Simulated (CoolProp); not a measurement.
Model: reference Helmholtz-energy equation of state, Setzmann 1991, in CoolProp.

**Question.** For methane, give the phase and the cp (kJ/(kg K)), cv (kJ/(kg K)), speed of sound (m/s) at 302.1 K and 0.633 MPa; 255.7 K and 15.4 MPa; 364 K and 0.65 MPa.

**Answer.** 
- 302.1 K and 0.633 MPa: gas; cp 2.27, cv 1.72, speed of sound 450
- 255.7 K and 15.4 MPa: supercritical; cp 4.37, cv 1.84, speed of sound 474
- 364 K and 0.65 MPa: gas; cp 2.43, cv 1.90, speed of sound 490
